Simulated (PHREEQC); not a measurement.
Model water analysis in mg/kgw, 25 °C, pH 7.16, pe 8.3:

| constituent | mg/kgw |
|---|---|
| Na | 9.66 |
| K | 2.67 |
| Ca | 57.4 |
| Mg | 65.3 |
| Cl | 33.4 |
| S(6) as SO4 | 82.8 |
| Alkalinity as HCO3 | 364 |
| O(0) (dissolved oxygen) | 7.38 |
| Sr | 3.17 |
| Cd | 15.7 |

Valence states are taken as typed.

Computed with PHREEQC (ion-association model, phreeqc.dat).

Precipitation was switched off in this run.

### Question
Order these Sr species by the share of Sr that they hold, largest first: SrSO4, SrCO3, Sr+2, SrHCO3+.

### Answer
Sr+2 (90 %), SrHCO3+ (5.1 %), SrSO4 (4.6 %), SrCO3 (0.13 %)

The pH is 7.16 and the ionic strength 0.0127 mol/kgw. Saturation is exceeded, for instance for Otavite; the values hold only as long as no solid forms. Species that the database lacks are ignored.
